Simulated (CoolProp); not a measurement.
Values from CoolProp's reference Helmholtz-energy equation of state, Thol 2019.

Question: For n-hexane, give the phase and the cv (kJ/(kg K)), speed of sound (m/s), conductivity (mW/(m K)), Prandtl number at 600 K and 0.381 MPa; 600 K and 1.01 MPa.

Answer: 
- 600 K and 0.381 MPa: gas; cv 2.80, speed of sound 239, conductivity 48.8, Prandtl number 0.747
- 600 K and 1.01 MPa: gas; cv 2.80, speed of sound 230, conductivity 48.8, Prandtl number 0.791

Viscosity comes from a separate model (Michailidou 2013). Thermal conductivity comes from a separate model (Assael 2013).
